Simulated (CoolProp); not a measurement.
Vapour-liquid equilibrium of benzene (1) + octamethylcyclotetrasiloxane (D4) (2) at 443.6 K; x and y are mole fractions of (1).

Values from CoolProp's multi-fluid Helmholtz-energy mixture model, Thol 2012 and Thol 2015; pair parameters Bell 2016.

| x | bubble pressure (MPa) | y at the bubble point | dew pressure at overall composition x (MPa) | liquid density (mol/L) |
|---|---|---|---|---|
| 0.05 | 0.1141 | 0.249 | 0.09260 | 2.717 |
| 0.2 | 0.2058 | 0.633 | 0.1079 | 3.100 |
| 0.35 | 0.3104 | 0.794 | 0.1292 | 3.582 |
| 0.5 | 0.4216 | 0.877 | 0.1608 | 4.208 |
| 0.65 | 0.5403 | 0.930 | 0.2132 | 5.056 |
| 0.8 | 0.6718 | 0.967 | 0.3169 | 6.267 |
| 0.95 | 0.8170 | 0.994 | 0.6049 | 8.126 |

No azeotrope shows between x = 0.05 and 0.95.

Pair parameters are fitted to limited data, so mixtures are less certain than the pure fluids.
